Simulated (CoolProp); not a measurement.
Properties of n-decane along the isotherm 620 K (Tc = 617.7 K, pc = 2.101 MPa, ω = 0.488).

Values from CoolProp's reference Helmholtz-energy equation of state, Lemmon 2006. It is a short technical equation, of lower accuracy than the large ones.

```json
[
 {"p (MPa)": "0.00997", "phase": "gas", "Z": "0.9983", "speed of sound (m/s)": "192.0", "isothermal compressibility (1/MPa)": "100.5", "expansivity (1/kK)": "1.623", "conductivity (mW/(m K))": "41.1", "Prandtl number": "0.755"},
 {"p (MPa)": "0.015", "phase": "gas", "Z": "0.9975", "speed of sound (m/s)": "191.8", "isothermal compressibility (1/MPa)": "66.83", "expansivity (1/kK)": "1.629", "conductivity (mW/(m K))": "41.1", "Prandtl number": "0.756"},
 {"p (MPa)": "0.0227", "phase": "gas", "Z": "0.9962", "speed of sound (m/s)": "191.6", "isothermal compressibility (1/MPa)": "44.22", "expansivity (1/kK)": "1.637", "conductivity (mW/(m K))": "41.1", "Prandtl number": "0.756"},
 {"p (MPa)": "0.0342", "phase": "gas", "Z": "0.9943", "speed of sound (m/s)": "191.2", "isothermal compressibility (1/MPa)": "29.41", "expansivity (1/kK)": "1.649", "conductivity (mW/(m K))": "41.1", "Prandtl number": "0.757"},
 {"p (MPa)": "0.0516", "phase": "gas", "Z": "0.9913", "speed of sound (m/s)": "190.7", "isothermal compressibility (1/MPa)": "19.55", "expansivity (1/kK)": "1.668", "conductivity (mW/(m K))": "41.0", "Prandtl number": "0.758"},
 {"p (MPa)": "0.0779", "phase": "gas", "Z": "0.9869", "speed of sound (m/s)": "189.9", "isothermal compressibility (1/MPa)": "13.01", "expansivity (1/kK)": "1.697", "conductivity (mW/(m K))": "41.0", "Prandtl number": "0.760"},
 {"p (MPa)": "0.117", "phase": "gas", "Z": "0.9802", "speed of sound (m/s)": "188.7", "isothermal compressibility (1/MPa)": "8.722", "expansivity (1/kK)": "1.742", "conductivity (mW/(m K))": "40.9", "Prandtl number": "0.762"},
 {"p (MPa)": "0.177", "phase": "gas", "Z": "0.9698", "speed of sound (m/s)": "186.8", "isothermal compressibility (1/MPa)": "(withheld)", "expansivity (1/kK)": "1.814", "conductivity (mW/(m K))": "40.8", "Prandtl number": "0.766"},
 {"p (MPa)": "0.267", "phase": "gas", "Z": "0.9540", "speed of sound (m/s)": "183.8", "isothermal compressibility (1/MPa)": "3.932", "expansivity (1/kK)": "1.931", "conductivity (mW/(m K))": "40.7", "Prandtl number": "0.773"},
 {"p (MPa)": "0.403", "phase": "gas", "Z": "0.9293", "speed of sound (m/s)": "179.2", "isothermal compressibility (1/MPa)": "2.680", "expansivity (1/kK)": "2.131", "conductivity (mW/(m K))": "40.6", "Prandtl number": "0.784"},
 {"p (MPa)": "0.609", "phase": "gas", "Z": "(withheld)", "speed of sound (m/s)": "171.8", "isothermal compressibility (1/MPa)": "1.863", "expansivity (1/kK)": "2.502", "conductivity (mW/(m K))": "40.4", "Prandtl number": "0.803"},
 {"p (MPa)": "0.918", "phase": "gas", "Z": "0.8257", "speed of sound (m/s)": "159.2", "isothermal compressibility (1/MPa)": "1.356", "expansivity (1/kK)": "3.287", "conductivity (mW/(m K))": "40.4", "Prandtl number": "0.841"},
 {"p (MPa)": "1.38", "phase": "gas", "Z": "0.7119", "speed of sound (m/s)": "136.3", "isothermal compressibility (1/MPa)": "1.117", "expansivity (1/kK)": "5.577", "conductivity (mW/(m K))": "41.6", "Prandtl number": "(withheld)"},
 {"p (MPa)": "3.15", "phase": "supercritical", "Z": "0.2256", "speed of sound (m/s)": "186.9", "isothermal compressibility (1/MPa)": "0.09463", "expansivity (1/kK)": "6.956", "conductivity (mW/(m K))": "73.5", "Prandtl number": "3.03"}
]
```

Q: Complete the blanks.

A: 
- 0.177, isothermal compressibility (1/MPa): 5.829
- 0.609, Z: 0.8900
- 1.38, Prandtl number: 0.935

Viscosity comes from a separate model (Huber 2004). Thermal conductivity comes from a separate model (Huber 2005).
